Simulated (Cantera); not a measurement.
A closed system holds: 1 mol CH₃SiH₃, 0.086 mol C₃H₈, 9.2 mol H₂, 2.5 mol CH₄, equilibrated at 100 Torr.

These are equilibrium values from Cantera (NASA tables, ideal gas, pure condensed phases), not measurements of a reactor. Candidate condensed phases: C, C₆H₆, C₇H₈, C₈H₁₈, Si, SiC; 87 gas species. The feed counts by its element totals alone. Gases not in the tables: Si₂H₆ and higher silanes. Equilibrium is a limit: real reactors are often held back by kinetics, nucleation or transport.

x: gas mole fraction; n: condensed amount in mol.

```
T (K)   x H₂       x H     x CH₄  x C₂H₂ (acetylene)      x Si    x SiC₂  n C(graphite)  n SiC(s)
-----  -----  --------  --------  ------------------  --------  --------  -------------  --------
1073   0.994   3.83e-8   0.00605             7.14e-9    <1e-12    <1e-12           2.65      1.00
1173   0.997   3.22e-7   0.00258             6.11e-8    <1e-12    <1e-12           2.71      1.00
1273   0.999   1.95e-6   0.00125             3.71e-7    <1e-12    <1e-12           2.74      1.00
1373   0.999   9.12e-6  0.000670             1.73e-6  1.23e-11    <1e-12           2.75      1.00
1473   1.000   3.46e-5  0.000391             6.50e-6  2.69e-10    <1e-12           2.75      1.00
1573   1.000  0.000111  0.000244             2.06e-5   3.94e-9  1.25e-11           2.75     1.000
1673   0.999  0.000312  0.000162             5.69e-5   4.19e-8  2.74e-10           2.75     1.000
1773   0.999  0.000779  0.000112            0.000140   3.39e-7   4.22e-9           2.75     1.000
1873   0.998         …         …                   …         …         …           2.75     1.000
1973   0.996   0.00369   6.03e-5            0.000638   1.17e-5   4.27e-7           2.73     1.000
2073   0.991         …         …                   …         …         …           2.72     0.999
2173   0.984    0.0131   3.60e-5             0.00217  0.000209   1.81e-5           2.68     0.994
2273   0.973    0.0227   2.85e-5             0.00367  0.000730   9.17e-5           2.64     0.981
2373   0.953    0.0373   2.26e-5             0.00587   0.00229  0.000403           2.59     0.937
```

### Question
Fill in the missing entries.

### Answer

- 2073, x H: 0.00717
- 2073, x CH₄: 4.62e-5
- 2073, x C₂H₂ (acetylene): 0.00122
- 2073, x Si: 5.32e-5
- 2073, x SiC₂: 3.06e-6
- 1873, x H: 0.00177
- 1873, x CH₄: 8.09e-5
- 1873, x C₂H₂ (acetylene): 0.000311
- 1873, x Si: 2.20e-6
- 1873, x SiC₂: 4.82e-8
